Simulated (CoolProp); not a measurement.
Saturated liquid density (kg/m³) of dimethyl carbonate: the reference equation beside estimates from Tc = 283.9 °C, pc = 4.909 MPa, ω = 0.346.

Model: reference Helmholtz-energy equation of state, Zhou 2011, in CoolProp.

```csv
T (°C),reference,van der Waals,Peng-Robinson
22.35,1067,615.1,1062
35.25,1050,606.5,1049
48.15,1032,597.7,1035
61.15,1015,588.5,1020
74.05,996.7,579.0,1004
86.95,978.5,569.2,987.6
99.95,959.8,558.9,969.7
112.85,940.8,548.3,950.7
125.75,921.3,537.2,930.3
```

Absolute difference from the reference over all 9 rows, mean and median: van der Waals 42.0 and 41.9 %, Peng-Robinson 0.7 and 0.7 %.
